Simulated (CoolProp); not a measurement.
Computed with CoolProp (reference Helmholtz-energy equation of state, Zhou 2014).

Q: Give the vapour pressure (MPa), vapour density (kg/m³), surface tension (mN/m), liquid viscosity (µPa s) of saturated cyclohexane at 394.9 K.

A: 
| T (K) | p (MPa) | vapour density (kg/m³) | surface tension (mN/m) | liquid viscosity (µPa s) |
|---|---|---|---|---|
| 394.9 | 0.300 | 8.37 | 13.4 | 266 |

Viscosity comes from a separate model (Tariq 2014). Surface tension comes from a separate correlation (Mulero 2012).
